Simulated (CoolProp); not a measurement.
Vapour-liquid equilibrium of n-butane (1) + benzene (2) at 359.9 K; x and y are mole fractions of (1).

The numbers come from the multi-fluid Helmholtz-energy mixture model, Bücker 2006 and Thol 2012; pair parameters Bell 2016 in CoolProp.

**Question.** Give the bubble pressure and the first vapour's composition at x = 0.125, 0.2, 0.575. Is there an azeotrope?

**Answer.** x = 0.125: 275.6 kPa, y = 0.586; x = 0.2: 366.2 kPa, y = 0.706; x = 0.575: 759.6 kPa, y = 0.904. No azeotrope shows between x = 0.05 and 0.95.

Pair parameters are fitted to limited data, so mixtures are less certain than the pure fluids.
